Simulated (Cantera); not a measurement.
Cantera run, input and output.

```python
import numpy as np
import cantera as ct

surf = ct.Interface("diamond.yaml", "diamond_100")
gas, bulk = surf.adjacent["gas"], surf.adjacent["diamond"]
k = surf.kinetics_species_index(bulk.species_names[0])
cover = ["c6HH", "c6H*", "c6*H", "c6**", "c6HM", "c6B"]

rows, drift = [], 0.0
print(f"{'xCH3':>10s}{'um/h':>11s}" + "".join(f"{s:>11s}" for s in cover))
for v in [1e-06, 2.2e-06, 4.7e-06, 1e-05, 2.2e-05, 4.8e-05, 0.00011, 0.00023, 0.0005]:
    T, P, xH, xCH3 = 900, 13000, 0.0029, v
    gas.TPX = T, P, {"H": xH, "CH3": xCH3, "CH4": 0.011, "H2": 1 - xH - xCH3 - 0.011}
    surf.TP = bulk.TP = T, P
    surf.coverages = "c6H*:0.1, c6HH:0.9"
    surf.advance_coverages(100.0)
    before = surf.coverages
    surf.advance_coverages(100.0)
    drift = max(drift, np.max(np.abs(surf.coverages - before) / (surf.coverages + 1e-9)))
    rate = surf.net_production_rates[k] * bulk.mean_molecular_weight / bulk.density * 3.6e9
    rows.append([rate, *surf[cover].coverages])
    print(f"{v:10.4g}{rate:11.4e}" + "".join(f"{x:11.3e}" for x in rows[-1][1:]))
```

Output:

```
      xCH3       um/h       c6HH       c6H*       c6*H       c6**       c6HM        c6B
     1e-06 4.0712e-02  6.920e-01  1.052e-02  2.927e-01  4.367e-03  2.907e-04  1.105e-10
   2.2e-06 8.9524e-02  6.917e-01  1.052e-02  2.926e-01  4.365e-03  6.392e-04  2.429e-10
   4.7e-06 1.9107e-01  6.911e-01  1.051e-02  2.923e-01  4.360e-03  1.364e-03  5.185e-10
     1e-05 4.0569e-01  6.898e-01  1.049e-02  2.918e-01  4.349e-03  2.897e-03  1.101e-09
   2.2e-05 8.8836e-01  6.868e-01  1.044e-02  2.905e-01  4.326e-03  6.343e-03  2.411e-09
   4.8e-05 1.9189e+00  6.805e-01  1.035e-02  2.878e-01  4.276e-03  1.370e-02  5.207e-09
   0.00011 4.2952e+00  6.660e-01  1.012e-02  2.815e-01  4.161e-03  3.067e-02  1.166e-08
   0.00023 8.5944e+00  6.398e-01  9.715e-03  2.702e-01  3.954e-03  6.137e-02  2.332e-08
    0.0005 1.7036e+01  5.882e-01  8.915e-03  2.480e-01  3.548e-03  1.217e-01  4.623e-08
```

Detailed kinetics in Cantera: the Harris–Goodwin 1993 mechanism for the reconstructed diamond (100) surface.
